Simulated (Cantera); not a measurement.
A closed system holds: 1 mol B2O3, 2.7 mol NH3, at 24.0 Torr.

Method: chemical equilibrium by Gibbs-energy minimisation in Cantera with the NASA 1993 tables (ideal gas, pure condensed phases). Candidate condensed phases: B, BN, B2O3, B3O3H3, H2O; 39 gas species. Mutual solubility and eutectic melting of coexisting phases are not modelled. Equilibrium is a limit: real reactors are often held back by kinetics, nucleation or transport.

### Question
Which condensed phases are stable at each of these points (T (°C)): 1302, 1402, 1502, 1602, 1702, 1802, 1902, 2002, 2102?

### Answer
| T (°C) | condensed phases | B condensed (%) |
|---|---|---|
| 1302 | BN(s) + B2O3(l) | 94.7 |
| 1402 | B2O3(l) | 80.1 |
| 1502 | B2O3(l) | 24.4 |
| 1602 | gas only | 0.0 |
| 1702 | gas only | 0.0 |
| 1802 | gas only | 0.0 |
| 1902 | gas only | 0.0 |
| 2002 | gas only | 0.0 |
| 2102 | gas only | 0.0 |

At 1302 °C the condensed part is BN(s) + B2O3(l). From 1402 °C to 1502 °C the condensed part is B2O3(l). From 1602 °C to 2102 °C nothing is condensed.
